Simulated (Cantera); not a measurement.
A perfectly stirred reactor is fed with 59.6 % CH4, 36.4 % CO2, 4.05 % H2O, at 1.01 bar; it is held at 1300 K, and followed from long to short residence time.

Computed with Cantera and GRI-Mech 3.0 (53 species, 325 reactions).

Problem. Predict: x(CH4) at τ = 6.30 s; x(CO2) at τ = 6.30 s; x(C2H6) at τ = 6.30 s; x(CH3) at τ = 6.30 s; x(CH4) at τ = 55.0 ms; x(CO2) at τ = 55.0 ms; x(C2H6) at τ = 55.0 ms; x(CH3) at τ = 55.0 ms.

Solution. 
```
Quantity                  Result
----------------------  --------
x(CH4) at τ = 6.30 s       0.539
x(CO2) at τ = 6.30 s       0.344
x(C2H6) at τ = 6.30 s   0.000410
x(CH3) at τ = 6.30 s     1.40e-5
x(CH4) at τ = 55.0 ms      0.596
x(CO2) at τ = 55.0 ms      0.364
x(C2H6) at τ = 55.0 ms  0.000140
x(CH3) at τ = 55.0 ms    1.05e-5
```
